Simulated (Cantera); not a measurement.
Feed: 1 mol Si(CH₃)₄, 0.15 mol C₂H₄, 2.9 mol H₂, 0.81 mol HCl, equilibrated at 0.270 bar.

Method: chemical equilibrium by Gibbs-energy minimisation in Cantera with the NASA 1993 tables (ideal gas, pure condensed phases). Candidate condensed phases: C, C₆H₆, C₇H₈, C₈H₁₈, Si, SiC; 109 gas species. The numbers say what is thermodynamically allowed, not how fast it happens.

Task: At 1975 K, list the 6 most abundant gas species with their mole fractions, and the condensed phases.

Result: H₂ 0.917, HCl 0.0789, H 0.00252, SiCl₂ 0.000837, C₂H₂ (acetylene) 0.000595, Cl 0.000162. Condensed: C(graphite) + SiC(s).
